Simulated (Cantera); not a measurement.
# Reactions in the system Cr-H-O

Source: NASA polynomial tables (part measured, part estimated), evaluated in Cantera. Values are per mole of reaction as written; species without (g) are pure solids or liquids, kept so even where they would boil at 1 bar.

2 Cr + 3 OH(g) = 3 H(g) + Cr2O3

```json
[
 {"T (K)": "2198", "ΔH° (kJ)": "-600.6", "ΔS° (J/K)": "-136.6", "ΔG° (kJ)": "-300.3", "log10 K": "7.14", "condensed phases": "Cr(l), Cr2O3(s)"},
 {"T (K)": "2298", "ΔH° (kJ)": "-598.8", "ΔS° (J/K)": "-135.8", "ΔG° (kJ)": "-286.7", "log10 K": "6.52", "condensed phases": "Cr(l), Cr2O3(s)"},
 {"T (K)": "2398", "ΔH° (kJ)": "-597.0", "ΔS° (J/K)": "-135.1", "ΔG° (kJ)": "-273.1", "log10 K": "5.95", "condensed phases": "Cr(l), Cr2O3(s)"},
 {"T (K)": "2498", "ΔH° (kJ)": "-595.2", "ΔS° (J/K)": "-134.3", "ΔG° (kJ)": "-259.6", "log10 K": "5.43", "condensed phases": "Cr(l), Cr2O3(s)"},
 {"T (K)": "2598", "ΔH° (kJ)": "-593.3", "ΔS° (J/K)": "-133.6", "ΔG° (kJ)": "-246.2", "log10 K": "4.95", "condensed phases": "Cr(l), Cr2O3(s)"},
 {"T (K)": "2698", "ΔH° (kJ)": "-460.5", "ΔS° (J/K)": "-82.6", "ΔG° (kJ)": "-237.7", "log10 K": "4.60", "condensed phases": "Cr(l), Cr2O3(l)"},
 {"T (K)": "2798", "ΔH° (kJ)": "-457.4", "ΔS° (J/K)": "-81.5", "ΔG° (kJ)": "-229.5", "log10 K": "4.28", "condensed phases": "Cr(l), Cr2O3(l)"},
 {"T (K)": "2898", "ΔH° (kJ)": "-454.4", "ΔS° (J/K)": "-80.4", "ΔG° (kJ)": "-221.4", "log10 K": "3.99", "condensed phases": "Cr(l), Cr2O3(l)"},
 {"T (K)": "2998", "ΔH° (kJ)": "-451.4", "ΔS° (J/K)": "-79.4", "ΔG° (kJ)": "-213.4", "log10 K": "3.72", "condensed phases": "Cr(l), Cr2O3(l)"}
]
```
